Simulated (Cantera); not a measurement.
Input: 1 mol MgO, 0.28 mol SO2, 0.17 mol CO2, 0.066 mol SO3, held at 1600 °C and 0.0133 bar.

Equilibrium computed with Cantera from the NASA thermochemical tables; the gas is ideal and each condensed phase is pure. Candidate condensed phases: C, Mg, MgCO3, MgO, MgS, MgSO4, S; 26 gas species. Equilibrium is a limit: real reactors are often held back by kinetics, nucleation or transport.

Task: What is the equilibrium state?

Result: 
```
Quantity                                    Result
--------------------------------------  ----------
x(SO2)                                       0.627
x(CO2)                                       0.304
x(O2)                                       0.0623
x(CO)                                      0.00449
x(SO)                                     0.000945
x(O)                                      0.000511
x(SO3)                                    0.000149
n(MgO(s))                                 1.00 mol
gas amount                              0.5506 mol
log10 activity of S(l) (absent)              -6.78
log10 activity of Mg(l) (absent)             -9.41
log10 activity of C(graphite) (absent)      -10.36
```
